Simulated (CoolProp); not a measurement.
Vapour-liquid equilibrium of R245fa (1) + n-pentane (2) at 343.7 K; x and y are mole fractions of (1).

Model: multi-fluid Helmholtz-energy mixture model, Akasaka 2015 and Thol 2019; pair parameters Bell 2016, in CoolProp.

```json
[
 {"x": "0.05", "bubble pressure (MPa)": "0.3960", "y at the bubble point": "0.283", "dew pressure at overall composition x (MPa)": "0.3027", "liquid density (mol/L)": "7.935"},
 {"x": "0.125", "bubble pressure (MPa)": "0.5061", "y at the bubble point": "0.455", "dew pressure at overall composition x (MPa)": "0.3280", "liquid density (mol/L)": "7.931"},
 {"x": "0.2", "bubble pressure (MPa)": "0.5737", "y at the bubble point": "0.535", "dew pressure at overall composition x (MPa)": "0.3574", "liquid density (mol/L)": "7.934"},
 {"x": "0.275", "bubble pressure (MPa)": "0.6154", "y at the bubble point": "0.580", "dew pressure at overall composition x (MPa)": "0.3921", "liquid density (mol/L)": "7.946"},
 {"x": "0.35", "bubble pressure (MPa)": "0.6419", "y at the bubble point": "0.610", "dew pressure at overall composition x (MPa)": "0.4335", "liquid density (mol/L)": "7.969"},
 {"x": "0.425", "bubble pressure (MPa)": "0.6597", "y at the bubble point": "0.633", "dew pressure at overall composition x (MPa)": "0.4831", "liquid density (mol/L)": "8.007"},
 {"x": "0.5", "bubble pressure (MPa)": "0.6726", "y at the bubble point": "0.654", "dew pressure at overall composition x (MPa)": "0.5426", "liquid density (mol/L)": "8.061"},
 {"x": "0.575", "bubble pressure (MPa)": "0.6822", "y at the bubble point": "0.675", "dew pressure at overall composition x (MPa)": "0.6103", "liquid density (mol/L)": "8.135"},
 {"x": "0.65", "bubble pressure (MPa)": "0.6890", "y at the bubble point": "0.699", "dew pressure at overall composition x (MPa)": "0.6704", "liquid density (mol/L)": "8.230"},
 {"x": "0.725", "bubble pressure (MPa)": "0.6921", "y at the bubble point": "0.730", "dew pressure at overall composition x (MPa)": "0.6919", "liquid density (mol/L)": "8.347"},
 {"x": "0.8", "bubble pressure (MPa)": "0.6894", "y at the bubble point": "0.770", "dew pressure at overall composition x (MPa)": "0.6841", "liquid density (mol/L)": "8.488"},
 {"x": "0.875", "bubble pressure (MPa)": "0.6773", "y at the bubble point": "0.828", "dew pressure at overall composition x (MPa)": "0.6632", "liquid density (mol/L)": "8.652"},
 {"x": "0.95", "bubble pressure (MPa)": "0.6497", "y at the bubble point": "0.915", "dew pressure at overall composition x (MPa)": "0.6370", "liquid density (mol/L)": "8.838"}
]
```

y crosses x between x = 0.725 and 0.8: the model has an azeotrope there.

The pair parameters rest on a limited set of measurements; away from them the model extrapolates. With so large a gap from Raoult's law the liquid may split in two, which this calculation doesn't test in full.
